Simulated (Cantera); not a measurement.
A closed system holds: 1 mol AlCl3, 1.5 mol N2, 420 mol H2, 0.41 mol O2, equilibrated at 48.0 Pa.

Equilibrium computed with Cantera from the NASA thermochemical tables; the gas is ideal and each condensed phase is pure. Candidate condensed phases: Al, AlCl3, AlN, Al2O3, H2O, NH4Cl; 45 gas species. Mutual solubility and eutectic melting of coexisting phases are not modelled. The tables' values for AlCl2, AlOH are old estimates; treat these amounts as uncertain. Condensed phases not in the tables: aluminium oxynitride. Equilibrium is a limit: real reactors are often held back by kinetics, nucleation or transport.

x: gas mole fraction; n: condensed amount in mol.

```tsv
T (K)	x H2	x H	x HCl	x N2	x H2O	n AlN(s)	n Al2O3(s)
1023	0.990	1.88e-7	0.00690	0.00305	(withheld)	0.425	0.273
1098	0.990	1.12e-6	0.00687	0.00305	(withheld)	0.419	0.273
1173	0.990	5.35e-6	0.00677	0.00309	(withheld)	0.387	0.273
1248	0.990	2.12e-5	0.00629	0.00332	(withheld)	0.187	0.273
1323	0.989	7.20e-5	0.00595	0.00354	(withheld)	0	0.273
1398	0.989	0.000215	0.00599	0.00354	(withheld)	0	0.273
1473	0.989	0.000574	0.00600	0.00354	(withheld)	0	0.273
1548	0.988	0.00140	0.00599	0.00354	(withheld)	0	0.271
1623	0.986	0.00313	0.00596	0.00354	(withheld)	0	0.266
1698	0.983	0.00654	0.00588	0.00353	(withheld)	0	0.252
1773	0.976	0.0128	0.00572	0.00352	(withheld)	0	0.223
1848	0.965	0.0238	0.00544	0.00350	(withheld)	0	0.165
1923	0.946	0.0418	0.00504	0.00347	(withheld)	0	0.0653
1998	0.917	0.0701	0.00483	0.00342	(withheld)	0	0
```

Q: Fill in the missing entries.

A: 
- 1023, x H2O: 7.89e-9
- 1098, x H2O: 1.71e-8
- 1173, x H2O: 3.37e-8
- 1248, x H2O: 6.20e-8
- 1323, x H2O: 2.32e-7
- 1398, x H2O: 1.13e-6
- 1473, x H2O: 4.68e-6
- 1548, x H2O: 1.68e-5
- 1623, x H2O: 5.27e-5
- 1698, x H2O: 0.000145
- 1773, x H2O: 0.000350
- 1848, x H2O: 0.000739
- 1923, x H2O: 0.00139
- 1998, x H2O: 0.00179
